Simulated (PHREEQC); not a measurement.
A column of 1 m (40 cells, dispersivity 0.035 m, 60 s a shift, diffusion coefficient 3e-10 m²/s) holds 0.16 eq of the database's cation exchanger X per kg of pore water, first in equilibrium with 44 mmol/kgw SrCl2, 51 mmol/kgw MnCl2 and 0.01 mmol/kgw HCl. It is flushed with 0.09 mol/kgw NaCl and 1e-05 mol/kgw HCl, at 15 °C. Values are for the last cell. No CO2 enters from the air. Nothing may precipitate in this run.

Model: ion-association model, phreeqc.dat, run in PHREEQC.

```csv
pore volumes,Na in solution (mol/kgw),Mn in solution (mol/kgw),Sr in solution (mol/kgw)
0,0,0.0510,0.0440
0.6125,0.000415,0.0498,0.0431
1.413,0.0382,0.0145,0.0151
2.013,0.0607,0.00662,0.00814
2.612,0.0712,0.00390,0.00552
3.413,0.0775,0.00234,0.00389
4.013,0.0801,0.00173,0.00321
4.612,0.0818,0.00134,0.00274
5.412,0.0834,0.000995,0.00231
6.013,0.0842,0.000815,0.00207
```
